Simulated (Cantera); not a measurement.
Cantera run:

```python
import numpy as np
import cantera as ct

gas_names = """
    B BH BH2 BH3 BO BO2 B2 B2O B2O2 B2O3 B3O3H3 H HBO HBO2 HO2 H2 H2O H2O2 H3B3O6 O OH O2 O3
""".split()
cond_names = """
    B(b) B(L) B2O3(L) B3O3H3(cr) H2O(s) H2O(L)
""".split()


# ... load() reads the species with a 1 bar reference pressure and builds the phases ...
atoms = {
    'B2O3': {'B': 2, 'O': 3},
    'H2': {'H': 2},
}
top_T = {}  # K; cautious upper limits of use, not melting points


# ... equilibrate(T, P, feed) seeds the gas with the atoms and calls Mixture.equilibrate('TP', solver="vcs", rtol=1e-11, max_steps=5000) ...
results = []
feed = {'B2O3': 1, 'H2': 5.5}  # mol
P = 25000  # Pa
for T in [1025, 1125, 1225, 1325, 1425, 1525, 1625, 1725, 1825, 1925, 2025, 2125, 2225, 2325]:
    mix = equilibrate(T, P, feed)
    results.append((T, P, feed, dict(zip(mix.species_names, mix.species_moles))))

top = {s: max(r[3][s] / sum(r[3][g] for g in gas_names) for r in results) for s in gas_names}
cols = sorted((s for s in top if top[s] > 0.0001), key=lambda s: -top[s])[:7]
seen = [c for c in cond_names if any(r[3].get(c, 0) > 1e-12 for r in results)]
print("log10 of partial pressures in bar; condensed amounts in mol")
print(f"{'T/K':>10s}" + "".join(f"{s[:9]:>10s}" for s in cols + seen))
for T, P, feed, n in results:
    ng = sum(n[g] for g in gas_names)
    print(f"{T:10.4g}" + "".join(f"{np.log10(max(n[s] / ng * P / 1e5, 1e-99)):10.3f}" for s in cols)
          + "".join(f"{n.get(c, 0):10.4g}" for c in seen))
```

Output:

```
log10 of partial pressures in bar; condensed amounts in mol
       T/K        H2      B2O3      HBO2       HBO         H        BO       H2O   B2O3(L)
      1025    -0.602   -10.968    -7.366    -7.103    -8.662   -13.345    -6.012         1
      1125    -0.602    -9.176    -6.348    -6.024    -7.653   -11.363    -5.543    0.9999
      1225    -0.602    -7.689    -5.493    -5.139    -6.807    -9.726    -5.129    0.9998
      1325    -0.602    -6.436    -4.750    -4.418    -6.087    -8.365    -4.732    0.9992
      1425    -0.603    -5.367    -4.093    -3.826    -5.467    -7.225    -4.345    0.9971
      1525    -0.604    -4.445    -3.517    -3.325    -4.928    -6.249    -3.992    0.9903
      1625    -0.607    -3.643    -3.015    -2.892    -4.455    -5.398    -3.682     0.969
      1725    -0.615    -2.939    -2.576    -2.516    -4.039    -4.651    -3.412    0.9062
      1825    -0.637    -2.316    -2.190    -2.195    -3.675    -3.994    -3.177    0.7238
      1925    -0.692    -1.762    -1.856    -1.936    -3.365    -3.416    -2.984    0.1834
      2025    -0.712    -1.689    -1.785    -1.870    -3.072    -3.078    -2.846         0
      2125    -0.717    -1.715    -1.768    -1.842    -2.799    -2.811    -2.722         0
      2225    -0.724    -1.746    -1.756    -1.822    -2.550    -2.574    -2.607         0
      2325    -0.732    -1.781    -1.747    -1.812    -2.324    -2.363    -2.501         0
```

Equilibrium computed with Cantera from the NASA thermochemical tables; the gas is ideal and each condensed phase is pure. Gases not in the tables: H3BO3.
